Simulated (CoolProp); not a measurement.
A simple Rankine cycle with water: condensing at 333.15 K, boiler at 15.8 MPa, turbine inlet 621.3 K, turbine efficiency 0.7, pump efficiency 0.7, no recuperator. Each further row changes one setting.

Values from CoolProp's reference Helmholtz-energy equation of state, Wagner 2002.

```
case                             thermal efficiency (%)  net work (kJ/kg)  heat in (kJ/kg)  turbine exit temperature (K)  volume ratio over the turbine
-------------------------------  ----------------------  ----------------  ---------------  ----------------------------  -----------------------------
as stated                                          25.1               588             2340                         333.1                            579
turbine inlet 641.3 K                              25.7               645             2510                         333.1                            499
condensing temperature 325.15 K                    25.9               613             2370                         325.2                            825
boiler pressure 11.1 MPa                           25.1               655             2610                         333.1                            331
turbine efficiency 0.6                             21.4               500             2340                         333.1                            608
```

The expansion ends wet for: as stated; turbine inlet 641.3 K; condensing temperature 325.15 K; boiler pressure 11.1 MPa; turbine efficiency 0.6.
